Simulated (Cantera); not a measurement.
## SiHCl3 + CH4 + H2 (silicon carbide growth)

Charge: 1 mol SiHCl3, 0.017 mol CH4, 410 mol H2, at 2350 K.

Equilibrium computed with Cantera from the NASA thermochemical tables; the gas is ideal and each condensed phase is pure. Candidate condensed phases: C, C6H6, C7H8, C8H18, Si, SiC; 109 gas species. The tables' values for SiCl are old estimates; treat these amounts as uncertain. Gases not in the tables: Si2H6 and higher silanes. Equilibrium is a limit: real reactors are often held back by kinetics, nucleation or transport.

From 1.00 mbar to 1.00 bar nothing is condensed. The main Si-bearing gas is Si throughout.

| P (Pa) | x H2 | x H | x HCl | x Si | x Cl | x SiH2 | x SiH | x SiCl2 |
|---|---|---|---|---|---|---|---|---|
| 100 | 0.669 | 0.323 | 0.00452 | 0.00201 | 0.00156 | 5.37e-7 | 1.75e-5 | 7.14e-8 |
| 270 | 0.779 | 0.212 | 0.00543 | 0.00212 | 0.00106 | 1.79e-6 | 3.28e-5 | 2.52e-7 |
| 720 | 0.855 | 0.136 | 0.00607 | 0.00218 | 0.000691 | 5.37e-6 | 5.76e-5 | 7.87e-7 |
| 1900 | 0.905 | 0.0861 | 0.00649 | 0.00218 | 0.000442 | 1.50e-5 | 9.62e-5 | 2.25e-6 |
| 5200 | 0.938 | 0.0530 | 0.00676 | 0.00211 | 0.000274 | 4.12e-5 | 0.000157 | 6.23e-6 |
| 14000 | 0.958 | 0.0326 | 0.00691 | 0.00195 | 0.000169 | 0.000104 | 0.000240 | 1.58e-5 |
| 37000 | 0.970 | 0.0202 | 0.00697 | 0.00167 | 0.000104 | 0.000239 | 0.000336 | 3.59e-5 |
| 100000 | 0.978 | 0.0123 | 0.00695 | 0.00126 | 6.28e-5 | 0.000493 | 0.000419 | 7.25e-5 |
x: gas mole fraction; nothing condenses.
